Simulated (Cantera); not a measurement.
Charge: 1 mol Pb, 12 mol H2, equilibrated at 42.0 Pa.

Method: chemical equilibrium by Gibbs-energy minimisation in Cantera with the NASA 1993 tables (ideal gas, pure condensed phases). Candidate condensed phases: Pb; 4 gas species. The numbers say what is thermodynamically allowed, not how fast it happens.

Problem. At 975 °C, list the 3 most abundant gas species with their mole fractions, and the condensed phases.

Solution. H2 0.923, Pb 0.0769, H 2.19e-5. Condensed: gas only.
